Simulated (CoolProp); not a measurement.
Model: reference Helmholtz-energy equation of state, Lemmon 2005, in CoolProp. It is a short technical equation, of lower accuracy than the large ones.

Task: Give the vapour pressure (MPa), vapour density (kg/m³), enthalpy of vaporisation (kJ/kg), surface tension (mN/m) of saturated 1-butene at 352.3 K.

Result: 
```csv
T (K),p (MPa),vapour density (kg/m³),enthalpy of vaporisation (kJ/kg),surface tension (mN/m)
352.3,1.17,28.9,288,5.72
```

Surface tension comes from a separate correlation (Mulero 2012).
